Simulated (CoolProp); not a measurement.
Values from CoolProp's reference Helmholtz-energy equation of state, Lemmon 2013.

### Question
Give the vapour pressure (kPa), liquid density (kg/m³), vapour density (kg/m³), liquid viscosity (µPa s) of saturated propylene at 290.6 K.

### Answer
```csv
T (K),p (kPa),liquid density (kg/m³),vapour density (kg/m³),liquid viscosity (µPa s)
290.6,952,519,20.0,102
```

Viscosity comes from a separate model (Huber 2003), an estimate that may be off by 10 % or more.
